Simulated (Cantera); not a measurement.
## Silicon nitride deposition: SiHCl₃ + N₂

Charge: 1 mol SiHCl₃, 39 mol N₂, equilibrated at 13.3 mbar.

Cantera equilibrium calculation (NASA polynomials, part measured and part estimated; ideal gas, pure solids and liquids). Candidate condensed phases: NH₄Cl, Si, Si₃N₄; 28 gas species. N₂ is the only nitrogen source here; it is nearly inert below about 1500 K, so the nitride shown seldom forms there in practice. The tables' values for SiCl₃, SiCl are old estimates; treat these amounts as uncertain. Equilibrium is a limit: real reactors are often held back by kinetics, nucleation or transport.

From 1150 °C to 1200 °C the condensed part is Si₃N₄(s). From 1250 °C to 1650 °C nothing is condensed. The main Si-bearing gas is SiCl₂ throughout.

| T (°C) | log p N₂ | log p SiCl₂ | log p HCl | log p SiCl₄ | n Si₃N₄(s) |
|---|---|---|---|---|---|
| 1150 | -1.89 | -3.83 | -3.53 | -4.21 | 0.0718 |
| 1200 | -1.90 | -3.65 | -3.54 | -4.54 | 0.0318 |
| 1250 | -1.90 | -3.55 | -3.57 | -4.97 | 0 |
| 1300 | -1.90 | -3.54 | -3.55 | -5.15 | 0 |
| 1350 | -1.90 | -3.53 | -3.54 | -5.34 | 0 |
| 1400 | -1.90 | -3.52 | -3.53 | -5.54 | 0 |
| 1450 | -1.90 | -3.51 | -3.53 | -5.76 | 0 |
| 1500 | -1.90 | -3.51 | -3.53 | -6.01 | 0 |
| 1550 | -1.90 | -3.50 | -3.54 | -6.28 | 0 |
| 1600 | -1.90 | -3.50 | -3.54 | -6.57 | 0 |
| 1650 | -1.90 | -3.50 | -3.56 | -6.85 | 0 |
log p: log10 of the partial pressure in bar; n: condensed amount in mol.
